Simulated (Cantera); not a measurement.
# Al2O3 + SiCl4 + O2 (oxide etching and cleaning by halides)

Charge: 1 mol Al2O3, 0.31 mol SiCl4, 0.16 mol O2, equilibrated at 13.3 mbar.

Equilibrium computed with Cantera from the NASA thermochemical tables; the gas is ideal and each condensed phase is pure. Candidate condensed phases: Al, AlCl3, Al2O3, Al2SiO5, Al6Si2O13, Si, SiO2; 26 gas species. Mutual solubility and eutectic melting of coexisting phases are not modelled. The tables' values for AlCl2, SiCl3 are old estimates; treat these amounts as uncertain. Condensed phases not in the tables: AlOCl, alloys, solid solutions and most ternary compounds. Equilibrium is a limit: real reactors are often held back by kinetics, nucleation or transport.

At 725 °C the condensed part is Al2O3(s) + Al2SiO5(andalusite). From 875 °C to 1625 °C the condensed part is Al2O3(s) + Al6Si2O13(mullite). The main Al-bearing gas is AlCl3 throughout.

```json
[
 {"T (°C)": "725", "log p Cl": "-4.47", "log p Cl2": "-2.08", "log p AlCl3": "-2.32", "log p SiCl4": "-3.56", "n Al2O3(s)": "0.608", "n Al2SiO5(andalusite)": "0.299", "n Al6Si2O13(mullite)": "0"},
 {"T (°C)": "875", "log p Cl": "-3.62", "log p Cl2": "-2.10", "log p AlCl3": "-2.30", "log p SiCl4": "-4.08", "n Al2O3(s)": "0.442", "n Al2SiO5(andalusite)": "0", "n Al6Si2O13(mullite)": "0.153"},
 {"T (°C)": "1025", "log p Cl": "-2.98", "log p Cl2": "-2.13", "log p AlCl3": "-2.31", "log p SiCl4": "-4.59", "n Al2O3(s)": "0.437", "n Al2SiO5(andalusite)": "0", "n Al6Si2O13(mullite)": "0.154"},
 {"T (°C)": "1175", "log p Cl": "-2.51", "log p Cl2": "-2.24", "log p AlCl3": "-2.34", "log p SiCl4": "-5.02", "n Al2O3(s)": "0.436", "n Al2SiO5(andalusite)": "0", "n Al6Si2O13(mullite)": "0.155"},
 {"T (°C)": "1325", "log p Cl": "-2.21", "log p Cl2": "-2.49", "log p AlCl3": "-2.40", "log p SiCl4": "-5.41", "n Al2O3(s)": "0.435", "n Al2SiO5(andalusite)": "0", "n Al6Si2O13(mullite)": "0.155"},
 {"T (°C)": "1475", "log p Cl": "-2.06", "log p Cl2": "-2.91", "log p AlCl3": "-2.46", "log p SiCl4": "-5.74", "n Al2O3(s)": "0.435", "n Al2SiO5(andalusite)": "0", "n Al6Si2O13(mullite)": "0.155"},
 {"T (°C)": "1625", "log p Cl": "-2.01", "log p Cl2": "-3.41", "log p AlCl3": "-2.49", "log p SiCl4": "-5.98", "n Al2O3(s)": "0.435", "n Al2SiO5(andalusite)": "0", "n Al6Si2O13(mullite)": "0.155"}
]
```
log p: log10 of the partial pressure in bar; n: condensed amount in mol.
